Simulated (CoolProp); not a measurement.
Vapour-liquid equilibrium of isohexane (1) + n-hexane (2) at 1.22 MPa; x and y are mole fractions of (1).

Values from CoolProp's multi-fluid Helmholtz-energy mixture model, Lemmon 2006 and Thol 2019; pair parameters Bell 2016.

| x | bubble temperature (°C) | y at the bubble point | dew temperature at overall composition x (°C) | liquid density (mol/L) |
|---|---|---|---|---|
| 0.05 | 175.7 | 0.056 | 175.7 | 5.584 |
| 0.15 | 174.6 | 0.166 | 174.8 | 5.589 |
| 0.25 | 173.5 | 0.273 | 173.8 | 5.593 |
| 0.35 | 172.5 | 0.377 | 172.8 | 5.597 |
| 0.45 | 171.5 | 0.479 | 171.8 | 5.601 |
| 0.55 | 170.5 | 0.578 | 170.8 | 5.604 |
| 0.65 | 169.6 | 0.674 | 169.8 | 5.607 |
| 0.75 | 168.7 | 0.769 | 168.9 | 5.611 |
| 0.85 | 167.8 | 0.862 | 167.9 | 5.614 |
| 0.95 | 167.0 | 0.954 | 167.0 | 5.617 |

No azeotrope shows between x = 0.05 and 0.95.

Pair parameters are fitted to limited data, so mixtures are less certain than the pure fluids.
